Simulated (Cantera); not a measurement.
Source: NASA polynomial tables (part measured, part estimated), evaluated in Cantera. Values are per mole of reaction as written; species without (g) are pure solids or liquids, kept so even where they would boil at 1 bar.

Fe + 2 FeCl3(g) → 3 FeCl2(g)

```
T (K)    ΔH° (kJ)   ΔS° (J/K)    ΔG° (kJ)     log10 K  condensed phases
-----  ----------  ----------  ----------  ----------  ----------------
948          74.4       167.8       -84.7        4.67             Fe(α)
1148         67.9       161.6      -117.5        5.35             Fe(α)
1348         64.9       159.1      -149.6        5.79             Fe(γ)
1548   (withheld)  (withheld)  (withheld)  (withheld)             Fe(γ)
1748   (withheld)  (withheld)  (withheld)  (withheld)             Fe(δ)
1948   (withheld)  (withheld)  (withheld)  (withheld)             Fe(l)
2148         40.5       145.4      -271.9        6.61             Fe(l)
2348         37.9       144.3      -300.8        6.69             Fe(l)
2548         35.5       143.3      -329.6        6.76             Fe(l)
```

Question: Complete the blanks.

Answer: 
- 1548, ΔH° (kJ): 63.1
- 1548, ΔS° (J/K): 157.8
- 1548, ΔG° (kJ): -181.2
- 1548, log10 K: 6.12
- 1748, ΔH° (kJ): 60.1
- 1748, ΔS° (J/K): 156.0
- 1748, ΔG° (kJ): -212.6
- 1748, log10 K: 6.35
- 1948, ΔH° (kJ): 43.4
- 1948, ΔS° (J/K): 146.8
- 1948, ΔG° (kJ): -242.6
- 1948, log10 K: 6.51
